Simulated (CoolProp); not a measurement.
Dry air at 713.51 K and 0.17 MPa is throttled through a valve to 0.0974 MPa with no heat exchange. Each further row changes one setting.

Values from CoolProp's reference Helmholtz-energy equation of state, Lemmon 2000. It is a pseudo-pure fit of the blend.

| case | final density (kg/m³) |
|---|---|
| as stated | [?] |
| outlet pressure 0.0292 MPa | [?] |
| outlet pressure 0.127 MPa | [?] |

Some entries are withheld; supply them.


- as stated, final density (kg/m³): 0.475
- outlet pressure 0.0292 MPa, final density (kg/m³): 0.143
- outlet pressure 0.127 MPa, final density (kg/m³): 0.620
